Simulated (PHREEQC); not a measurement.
**Copper plating or etch bath: an equilibrium model**

Dissolve 0.1 mol Cu(NO3)2 per kg of water at 20 °C. Closed to the air; pH follows from the charge balance.

All values are PHREEQC results (ion-association model, phreeqc.dat), not measurements.

```yaml
pH: 4.29
ionic_strength: 0.300 mol/kgw
specific_conductance: 15300 µS/cm
density: 1.014 g/cm³
```

| species | molality | activity | log γ |
|---|---|---|---|
| NO3- | 0.200 | 0.132 | -0.180 |
| Cu+2 | 0.0999 | 0.0293 | -0.533 |
| H+ | 6.59e-5 | 5.17e-5 | -0.106 |
| Cu2(OH)2+2 | 2.87e-5 | 8.39e-6 | -0.534 |
| CuOH+ | 8.17e-6 | 5.64e-6 | -0.161 |
| Cu(OH)2 | 2.12e-7 | 2.27e-7 | 0.030 |

No solid was allowed to form.
